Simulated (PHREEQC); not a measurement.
Alkaline etch or developer (model solution)

Consider water at 20 °C with 0.0074 mol/kgw KOH, 0.044 mol/kgw NaAlO2 and 0.085 mol/kgw Na2CO3. Closed to the air; pH follows from the charge balance.

All values are PHREEQC results (ion-association model, phreeqc.dat), not measurements.

- pH: 11.91
- ionic strength: 0.233 mol/kgw
- total alkalinity: 353 meq/kg

```json
[
 {"species": "Na+", "molality": "0.177", "activity": "0.132", "log γ": "-0.129"},
 {"species": "CO3-2", "molality": "0.0479", "activity": "0.0143", "log γ": "-0.527"},
 {"species": "Al(OH)4-", "molality": "0.0440", "activity": "0.0317", "log γ": "-0.143"},
 {"species": "NaCO3-", "molality": "0.0365", "activity": "0.0271", "log γ": "-0.129"},
 {"species": "OH-", "molality": "0.00799", "activity": "0.00556", "log γ": "-0.157"},
 {"species": "K+", "molality": "0.00740", "activity": "0.00519", "log γ": "-0.154"}
]
```

No solid was allowed to form. Examples of supersaturated solids here: Gibbsite (slow to form). Others may be too.
